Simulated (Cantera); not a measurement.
A freely propagating, adiabatic, planar premixed flame of CH₄ : C₂H₆ : O₂ : N₂ = 1 : 0.72 : 5.32 : 20 (molar parts), unburnt at 448 K and 1.30 bar; mixture-averaged transport, grid criteria slope 0.08 and curve 0.16, no radiation.

Model: GRI-Mech 3.0 (53 species, 325 reactions), integrated in Cantera. Burning velocities carry a grid error of a few per cent, more on coarse grids.

Q: What does this change do: 0.15 parts H2 added?

A: 
| quantity | before | after |
|---|---|---|
| laminar burning velocity | 63.3 cm/s | 66.7 cm/s |
| thermal thickness | 0.310 mm | 0.301 mm |
| peak x(CH₂) | 3.26e-5 | 3.47e-5 |
| peak x(O) | 0.00422 | 0.00434 |
